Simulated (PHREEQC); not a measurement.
# Metal-bearing waste water: speciation

A solution holds 0.021 mol/kgw MnSO4 and 0.79 mol/kgw ZnCl2, at 25 °C. It is in equilibrium with CO2 at log p = -3.4 (atm). Otherwise closed; pH follows from the charge balance.

Equilibrium calculation in PHREEQC: ion-association model, phreeqc.dat.

No solid was allowed to form.

Q: Predict the pH, activity of water.

A: pH 4.61; activity of water 0.970.

Q: In which forms is Mn present?

A: Mn+2 57 %, MnCl+ 37 %, MnCl2 3.6 %, MnSO4 1.4 %, MnCl3- 1.3 % of the Mn.

Caution: at this ionic strength the ion-association model is outside its range; a Pitzer model would be the better tool where its parameters exist.
